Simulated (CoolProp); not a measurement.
Vapour-liquid equilibrium of R134a (1) + R1234yf (2) at 45.55 °C; x and y are mole fractions of (1).

The numbers come from the multi-fluid Helmholtz-energy mixture model, Tillner-Roth 1994 and Lemmon 2022; pair parameters Bell 2022 in CoolProp.

```json
[
 {"x": "0.05", "bubble pressure, mixture model (MPa)": "1.181", "bubble pressure, Raoult's law (MPa)": "1.170", "y, mixture model": "0.056", "y, Raoult's law": "0.050"},
 {"x": "0.2", "bubble pressure, mixture model (MPa)": "1.207", "bubble pressure, Raoult's law (MPa)": "1.171", "y, mixture model": "0.213", "y, Raoult's law": "0.201"},
 {"x": "0.35", "bubble pressure, mixture model (MPa)": "1.222", "bubble pressure, Raoult's law (MPa)": "1.172", "y, mixture model": "0.360", "y, Raoult's law": "0.351"},
 {"x": "0.5", "bubble pressure, mixture model (MPa)": "1.228", "bubble pressure, Raoult's law (MPa)": "1.173", "y, mixture model": "0.501", "y, Raoult's law": "0.501"},
 {"x": "0.65", "bubble pressure, mixture model (MPa)": "1.225", "bubble pressure, Raoult's law (MPa)": "1.174", "y, mixture model": "0.642", "y, Raoult's law": "0.651"},
 {"x": "0.8", "bubble pressure, mixture model (MPa)": "1.211", "bubble pressure, Raoult's law (MPa)": "1.175", "y, mixture model": "0.788", "y, Raoult's law": "0.801"},
 {"x": "0.95", "bubble pressure, mixture model (MPa)": "1.187", "bubble pressure, Raoult's law (MPa)": "1.176", "y, mixture model": "0.944", "y, Raoult's law": "0.950"}
]
```

The largest gap from Raoult's law is +4.7 % in bubble pressure, at x = 0.5. y crosses x between x = 0.5 and 0.65: the model has an azeotrope there.

The pair parameters rest on a limited set of measurements; away from them the model extrapolates.
